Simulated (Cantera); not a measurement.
What does this Cantera script print?

```python
import numpy as np
import cantera as ct

gas = ct.Solution("gri30.yaml")


def delay(T, t_max=10):
    gas.TPX = T, 500000, {'CH4': 1, 'H2': 0.069, 'O2': 1.56, 'N2': 4.7}
    reactor = ct.IdealGasConstPressureReactor(gas, clone=False)
    net = ct.ReactorNet([reactor])
    net.rtol, net.atol = 1e-8, 1e-16
    while net.time < t_max:
        t_old, T_old = net.time, reactor.T
        net.step()
        if reactor.T > T + 400:  # ignition: a rise of 400 K
            return t_old + (T + 400 - T_old) / (reactor.T - T_old) * (net.time - t_old)
    return np.nan


taus = []
for T in [1048, 1123, 1198, 1273, 1348, 1423, 1498, 1573, 1648]:
    taus.append(delay(T))
    print(f"T0 = {T:6g} K   tau = {taus[-1]:.4e} s")
```

It prints:

```
T0 =   1048 K   tau = 1.8945e-02 s
T0 =   1123 K   tau = 8.8824e-03 s
T0 =   1198 K   tau = 4.2845e-03 s
T0 =   1273 K   tau = 2.0340e-03 s
T0 =   1348 K   tau = 9.6408e-04 s
T0 =   1423 K   tau = 4.6461e-04 s
T0 =   1498 K   tau = 2.3069e-04 s
T0 =   1573 K   tau = 1.1923e-04 s
T0 =   1648 K   tau = 6.4641e-05 s
```

Cantera simulation using GRI-Mech 3.0 (53 species, 325 reactions); the numbers are that mechanism's predictions, not measurements.
